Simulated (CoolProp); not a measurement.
A simple Rankine cycle with n-perfluoropentane: condensing at 289.15 K, boiler at 1.21 MPa, turbine inlet 399 K, turbine efficiency 0.75, pump efficiency 0.6, no recuperator. Each further row changes one setting.

Computed with CoolProp (reference Helmholtz-energy equation of state, Gao 2022).

```json
[
 {"case": "as stated", "thermal efficiency (%)": "11.6", "net work (kJ/kg)": "20.4", "heat in (kJ/kg)": "176", "turbine exit temperature (K)": "360.5", "volume ratio over the turbine": "26.6"},
 {"case": "turbine inlet 419 K", "thermal efficiency (%)": "11.3", "net work (kJ/kg)": "22.3", "heat in (kJ/kg)": "198", "turbine exit temperature (K)": "382.7", "volume ratio over the turbine": "24.0"},
 {"case": "condensing temperature 281.15 K", "thermal efficiency (%)": "12.5", "net work (kJ/kg)": "22.9", "heat in (kJ/kg)": "184", "turbine exit temperature (K)": "357.4", "volume ratio over the turbine": "37.2"},
 {"case": "boiler pressure 0.847 MPa", "thermal efficiency (%)": "10.6", "net work (kJ/kg)": "19.2", "heat in (kJ/kg)": "182", "turbine exit temperature (K)": "368.8", "volume ratio over the turbine": "16.0"},
 {"case": "turbine efficiency 0.65", "thermal efficiency (%)": "10.0", "net work (kJ/kg)": "17.5", "heat in (kJ/kg)": "176", "turbine exit temperature (K)": "363.7", "volume ratio over the turbine": "26.9"}
]
```
